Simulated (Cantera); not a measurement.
Charge: 1 mol CF4, 0.2 mol H2, held at 1.40 Pa.

Method: chemical equilibrium by Gibbs-energy minimisation in Cantera with the NASA 1993 tables (ideal gas, pure condensed phases). Candidate condensed phases: C, C6H6, C7H8, C8H18; 95 gas species. Gases not in the tables: C2F6 and larger saturated fluorocarbons. Kinetics and transport are ignored.

x: gas mole fraction; n: condensed amount in mol.

| T (K) | x F | x CF4 | x HF | x CF2 | x C3 | x C | x CF | x H | n C(graphite) |
|---|---|---|---|---|---|---|---|---|---|
| 1550 | 0.0176 | 0.662 | 0.301 | 0.0191 | 1.11e-12 | 7.88e-12 | 4.49e-6 | 4.70e-8 | ___ |
| 1700 | 0.143 | 0.487 | 0.258 | 0.110 | 3.20e-10 | 1.08e-9 | 0.000114 | 2.74e-7 | ___ |
| 1850 | 0.556 | 0.0780 | 0.146 | 0.217 | 3.62e-8 | 6.60e-8 | 0.00116 | 1.15e-6 | ___ |
| 2000 | 0.807 | 0.000716 | 0.108 | 0.0797 | 1.98e-6 | 2.17e-6 | 0.00375 | 1.04e-5 | ___ |
| 2150 | 0.869 | 4.70e-6 | 0.102 | 0.0205 | 6.12e-5 | 4.39e-5 | 0.00801 | 0.000108 | 0.887 |
| 2300 | 0.878 | 4.77e-8 | 0.0994 | 0.00559 | 0.00119 | 0.000598 | 0.0146 | 0.000899 | 0.902 |
| 2450 | 0.854 | 7.34e-10 | 0.0916 | 0.00166 | 0.0160 | 0.00589 | 0.0238 | 0.00566 | ___ |
| 2600 | 0.798 | 1.05e-11 | 0.0656 | 0.000354 | 0.0509 | 0.0305 | 0.0240 | 0.0232 | ___ |

Some entries are withheld; supply them.


- 1550, n C(graphite): 0.0929
- 1700, n C(graphite): 0.0686
- 1850, n C(graphite): 0.180
- 2000, n C(graphite): 0.688
- 2450, n C(graphite): 0.660
- 2600, n C(graphite): 0
